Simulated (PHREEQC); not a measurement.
4 g of hydrous ferric oxide (600 m²/g; 0.2 weak and 0.005 strong sites per Fe, Dzombak-Morel constants, diffuse double layer) in 1 kg of water with 0.1 mol/kgw of an inert sodium salt and 0.17 mmol/kgw SrCl2 and 0.091 mmol/kgw NaF, at 25 °C; the pH is set by adding NaOH or the inert anion's acid. O2 is buffered at 0.21 atm. The system is closed to CO2. Precipitation was switched off in this run.

The numbers come from PHREEQC with the ion-association model, wateq4f.dat.

| pH | Sr sorbed (%) | F sorbed (%) | surface charge σ (C/m²) | surface potential ψ (mV) |
|---|---|---|---|---|
| 4 | 0.0 | 97.9 | 0.319 | 145 |
| 4.5 | 0.0 | 97.5 | 0.272 | 137 |
| 5 | 0.0 | 96.4 | 0.214 | 125 |
| 5.5 | 0.1 | 94.0 | 0.158 | [?] |
| 6 | [?] | 89.2 | 0.111 | 93 |
| 6.5 | 2.0 | 79.7 | [?] | 73 |
| 7 | 9.7 | 63.3 | 0.045 | 52 |
| 7.5 | 33.5 | 42.1 | 0.023 | 30 |
| 8 | 67.0 | 22.8 | 0.005 | 7 |
| 8.5 | 89.8 | 10.3 | [?] | -16 |
| 9 | 97.9 | 4.3 | -0.031 | -39 |
| 9.5 | 99.6 | 1.7 | [?] | -62 |
| 10 | 99.9 | 0.7 | [?] | -82 |
| 10.5 | 100.0 | 0.3 | -0.131 | [?] |
| 11 | 100.0 | 0.1 | -0.183 | -117 |
| 11.5 | 100.0 | 0.0 | -0.241 | -130 |
| 12 | 100.0 | 0.0 | -0.296 | -138 |

Question: Fill in the missing entries.

Answer: 
- 5.5, surface potential ψ (mV): 110
- 6, Sr sorbed (%): 0.4
- 6.5, surface charge σ (C/m²): 0.073
- 8.5, surface charge σ (C/m²): -0.012
- 9.5, surface charge σ (C/m²): -0.056
- 10, surface charge σ (C/m²): -0.089
- 10.5, surface potential ψ (mV): -101

Species that the database lacks are ignored.
